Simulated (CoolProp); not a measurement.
A simple Rankine cycle with R365MFC: condensing at 313.15 K, boiler at 0.346 MPa, turbine inlet 392.6 K, turbine efficiency 0.8, pump efficiency 0.7, no recuperator. Each further row changes one setting.

Computed with CoolProp (reference Helmholtz-energy equation of state, Lemmon 2016).

```
case                             thermal efficiency (%)  net work (kJ/kg)  heat in (kJ/kg)  turbine exit temperature (K)  volume ratio over the turbine
-------------------------------  ----------------------  ----------------  ---------------  ----------------------------  -----------------------------
as stated                                           7.3              19.9              272                         371.7                           3.41
turbine inlet 412.6 K                               7.1              21.1              296                             …                           3.40
condensing temperature 305.15 K                       …              24.6              283                             …                              …
boiler pressure 0.242 MPa                           5.3              14.5                …                         378.0                           2.38
turbine efficiency 0.7                              6.4              17.4              272                         373.9                              …
```

### Question
Complete the blanks.

### Answer

- turbine inlet 412.6 K, turbine exit temperature (K): 391.7
- condensing temperature 305.15 K, thermal efficiency (%): 8.7
- condensing temperature 305.15 K, turbine exit temperature (K): 367.0
- condensing temperature 305.15 K, volume ratio over the turbine: 4.56
- boiler pressure 0.242 MPa, heat in (kJ/kg): 274
- turbine efficiency 0.7, volume ratio over the turbine: 3.44
